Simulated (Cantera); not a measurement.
# Catalytic combustion on Pt

An isothermal plug-flow reactor at 1000 K and 2.40 bar (inlet), inlet velocity 2.8 m/s, active area per volume 370 1/m; feed 1.23 % H2, 17.5 % O2, 81.3 % N2, equivalence ratio 0.035.

Cantera simulation using Deutschmann's 1995 Pt surface mechanism with GRI-Mech 3.0 gas chemistry; the numbers are that mechanism's predictions, not measurements. Catalytic surfaces can have several steady states; this one follows from the mechanism file's or the stated starting coverage. Mass transfer to the wall is taken as infinitely fast.

```
z (m)        x H2   x O2    x H2O  θ free Pt   θ O*    θ OH*
-------  --------  -----  -------  ---------  -----  -------
0.00033   0.00907  0.174  0.00330      0.177  0.821  0.00238
0.00071   0.00657  0.172  0.00582      0.162  0.835  0.00246
0.0015    0.00356  0.171  0.00884      0.147  0.850  0.00255
0.0033   0.000988  0.170   0.0114      0.136  0.861  0.00261
0.0071    7.48e-5  0.170   0.0123      0.133  0.865  0.00263
0.015     3.67e-7  0.170   0.0124      0.132  0.865  0.00263
0.033    3.89e-11  0.170   0.0124      0.132  0.865  0.00263
```
x: gas mole fraction; θ: surface coverage.
